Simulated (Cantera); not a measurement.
What does this Cantera script print?

```python
import numpy as np
import cantera as ct

gas_names = """
    H H2 N NH NH2 NH3 N2 N2H2 N2H4 Si SiH SiH2 SiH3 SiH4 SiN Si2 Si2N Si3
""".split()
cond_names = """
    Si(cr) Si(L) Si3N4(a)
""".split()


# ... load() reads the species with a 1 bar reference pressure and builds the phases ...
atoms = {
    'Si3N4': {'Si': 3, 'N': 4},
    'H2': {'H': 2},
}
top_T = {'Si3N4(a)': 2400}  # K; cautious upper limits of use, not melting points


# ... equilibrate(T, P, feed) seeds the gas with the atoms and calls Mixture.equilibrate('TP', solver="vcs", rtol=1e-11, max_steps=5000) ...
results = []
feed = {'Si3N4': 1, 'H2': 1.4}  # mol
P = 8.3  # Pa
for T in [850, 950, 1050, 1150, 1250, 1350, 1450, 1550, 1650, 1750, 1850]:
    mix = equilibrate(T, P, feed)
    results.append((T, P, feed, dict(zip(mix.species_names, mix.species_moles))))

top = {s: max(r[3][s] / sum(r[3][g] for g in gas_names) for r in results) for s in gas_names}
cols = sorted((s for s in top if top[s] > 1e-06), key=lambda s: -top[s])[:7]
seen = [c for c in cond_names if any(r[3].get(c, 0) > 1e-12 for r in results)]
print("log10 of partial pressures in bar; condensed amounts in mol")
print(f"{'T/K':>10s}" + "".join(f"{s[:9]:>10s}" for s in cols + seen))
for T, P, feed, n in results:
    ng = sum(n[g] for g in gas_names)
    print(f"{T:10.4g}" + "".join(f"{np.log10(max(n[s] / ng * P / 1e5, 1e-99)):10.3f}" for s in cols)
          + "".join(f"{n.get(c, 0):10.4g}" for c in seen))
```

It prints:

```
log10 of partial pressures in bar; condensed amounts in mol
       T/K        H2        N2        Si         H       Si2       SiH      Si2N    Si(cr)     Si(L)  Si3N4(a)
       850    -4.081   -14.230   -19.883   -12.729   -26.384   -19.379   -25.232 1.205e-10         0         1
       950    -4.081   -11.813   -16.983   -11.295   -22.601   -16.971   -21.477 3.887e-08         0         1
      1050    -4.081    -9.859   -14.638   -10.131   -19.544   -15.026   -18.444 3.498e-06         0         1
      1150    -4.081    -8.249   -12.703    -9.168   -17.023   -13.423   -15.944 0.0001428         0         1
      1250    -4.082    -6.899   -11.081    -8.357   -14.909   -12.079   -13.849  0.003199         0    0.9989
      1350    -4.090    -5.752    -9.700    -7.668   -13.112   -10.941   -12.070   0.04574         0    0.9848
      1450    -4.182    -4.767    -8.512    -7.115   -11.566   -10.004   -10.541    0.5457         0    0.8181
      1550    -4.468    -4.312    -7.479    -6.736   -10.222    -9.293    -9.414     2.999         0         0
      1650    -4.472    -4.314    -6.572    -6.278    -9.044    -8.547    -8.627     2.988         0         0
      1750    -4.487    -4.323    -5.824    -5.877    -8.110    -7.945    -8.042         0     2.934         0
      1850    -4.532    -4.356    -5.191    -5.534    -7.346    -7.460    -7.602         0     2.698         0
```

Equilibrium computed with Cantera from the NASA thermochemical tables; the gas is ideal and each condensed phase is pure. Mutual solubility and eutectic melting of coexisting phases are not modelled. The tables' values for SiN are old estimates; treat these amounts as uncertain. Gases not in the tables: Si2H6 and higher silanes.
